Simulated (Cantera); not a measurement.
Feed: 1 mol c-C₄F₈, 0.96 mol H₂, at 2023.15 K.

Equilibrium computed with Cantera from the NASA thermochemical tables; the gas is ideal and each condensed phase is pure. Candidate condensed phases: C, C₆H₆, C₇H₈, C₈H₁₈; 95 gas species. The feed counts by its element totals alone. Gases not in the tables: C₂F₆ and larger saturated fluorocarbons. Rates play no part.

Problem. What share of the C ends up in condensed phases as a function of P (Pa), at 1, 6.80, 46, 320, 2200, 15000, 100000?

Solution. 
```csv
P (Pa),C condensed (%),as
1,92.6,C(graphite)
6.80,73.1,C(graphite)
46,56.2,C(graphite)
320,57.3,C(graphite)
2200,59.8,C(graphite)
15000,61.1,C(graphite)
100000,61.6,C(graphite)
```
